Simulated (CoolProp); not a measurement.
Properties of n-undecane along the isobar 0.211 MPa (Tc = 365.7 °C, pc = 1.990 MPa, ω = 0.539).

Values from CoolProp's reference Helmholtz-energy equation of state, Aleksandrov 2011. It is a short technical equation, of lower accuracy than the large ones.

```
T (°C)   phase  cp (kJ/(kg K))  isothermal compressibility (1/MPa)  expansivity (1/kK)  fugacity coefficient
------  ------  --------------  ----------------------------------  ------------------  --------------------
130.85  liquid           2.612                            0.002329               1.227               0.07027
146.25  liquid           2.675                            0.002665               1.279                     ?
161.75  liquid           2.739                            0.003073               1.342                0.1875
177.15  liquid           2.803                            0.003572               1.416                0.2859
192.55  liquid           2.868                            0.004195               1.505                0.4195
208.05  liquid           2.935                            0.004996               1.614                0.5959
223.45  liquid           3.003                            0.006040               1.749                0.8187
238.85     gas           2.640                               5.351               2.971                0.9061
254.25     gas           2.678                               5.258               2.718                0.9164
269.75     gas           2.720                               5.185               2.518                0.9252
285.15     gas           2.763                               5.128               2.356                0.9328
300.55     gas               ?                               5.081               2.222                0.9393
315.95     gas           2.851                               5.042               2.108                0.9450
331.45     gas           2.894                               5.010               2.009                0.9500
346.85     gas               ?                               4.982               1.922                0.9544
```

Question: Fill in the missing entries.

Answer: 
- 146.25, fugacity coefficient: 0.1175
- 300.55, cp (kJ/(kg K)): 2.807
- 346.85, cp (kJ/(kg K)): 2.937
